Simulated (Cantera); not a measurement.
Predominance diagram of Ca at 1275 K against the partial pressures of O2 and F2 (log10, bar). Cantera with NASA thermochemical tables; ideal gases at 1 bar, condensed phases pure. Candidates: Ca(l), CaF2(s), CaO(s). Only these pure phases compete in this equilibrium. Not in the tables: oxide halides.

```
log p(F2) \ log p(O2)
        columns: -31, -29.4, -27.8, -26.2, -24.6, -23, -21.4, -19.8, -18.2, -16.6, -15, -13.4, -11.8, -10.2, -8.6, -7, -5.4, -3.8, -2.2, -0.6, 1
      1  A A A A A A A A A A A A A A A A A A A A A
   -3.1  A A A A A A A A A A A A A A A A A A A A A
   -7.2  A A A A A A A A A A A A A A A A A A A A A
  -11.4  A A A A A A A A A A A A A A A A A A A A A
  -15.5  A A A A A A A A A A A A A A A A A A A A A
  -19.6  A A A A A A A A A A A A A A A A A A A A A
  -23.8  A A A A A A A A A A A A A A A A B B B B B
  -27.9  A A A A A A A A A A A B B B B B B B B B B
    -32  A A A A A A B B B B B B B B B B B B B B B
```

A: CaF2(s); B: CaO(s).
